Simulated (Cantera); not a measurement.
Moist CO burnout

An isothermal, constant-pressure homogeneous reactor starts with 1.78 % CO, 2.72 % O2, 1.60 % H2O, 93.9 % N2, equivalence ratio 0.33, at 1025 K and 3.20 bar.

Detailed kinetics in Cantera: GRI-Mech 3.0 (53 species, 325 reactions).

```json
[
 {"t (s)": "4.00e-6", "x CO": "0.0178", "x O2": "0.0272", "x H2O": "0.0160", "x CO2": "1.18e-11", "x H2O2": "<1e-12", "x NO2": "<1e-12"},
 {"t (s)": "2.87e-5", "x CO": "0.0178", "x O2": "0.0272", "x H2O": "0.0160", "x CO2": "9.04e-11", "x H2O2": "<1e-12", "x NO2": "<1e-12"},
 {"t (s)": "0.000206", "x CO": "0.0178", "x O2": "0.0272", "x H2O": "0.0160", "x CO2": "1.01e-9", "x H2O2": "<1e-12", "x NO2": "<1e-12"},
 {"t (s)": "0.00147", "x CO": "0.0178", "x O2": "0.0272", "x H2O": "0.0160", "x CO2": "2.13e-8", "x H2O2": "1.51e-12", "x NO2": "<1e-12"},
 {"t (s)": "0.0106", "x CO": "0.0178", "x O2": "0.0272", "x H2O": "0.0160", "x CO2": "2.73e-6", "x H2O2": "5.60e-9", "x NO2": "<1e-12"},
 {"t (s)": "0.0757", "x CO": "0.0167", "x O2": "0.0267", "x H2O": "0.0159", "x CO2": "0.00119", "x H2O2": "3.21e-6", "x NO2": "1.22e-11"},
 {"t (s)": "0.543", "x CO": "0.00878", "x O2": "0.0228", "x H2O": "0.0160", "x CO2": "0.00915", "x H2O2": "2.25e-6", "x NO2": "4.78e-10"},
 {"t (s)": "3.89", "x CO": "0.000505", "x O2": "0.0187", "x H2O": "0.0161", "x CO2": "0.0175", "x H2O2": "8.78e-8", "x NO2": "3.52e-9"},
 {"t (s)": "27.9", "x CO": "1.08e-5", "x O2": "0.0185", "x H2O": "0.0161", "x CO2": "0.0180", "x H2O2": "2.33e-10", "x NO2": "4.24e-9"},
 {"t (s)": "200", "x CO": "9.55e-12", "x O2": "0.0185", "x H2O": "0.0161", "x CO2": "0.0180", "x H2O2": "2.00e-11", "x NO2": "8.53e-11"}
]
```
x: mole fraction; the columns are a selection and need not sum to one.

Equilibrium at this temperature and pressure: CO 1.04e-11, O2 0.0185, H2O 0.0161, CO2 0.0180, H2O2 1.51e-11, NO2 3.21e-7 (gas phase only).
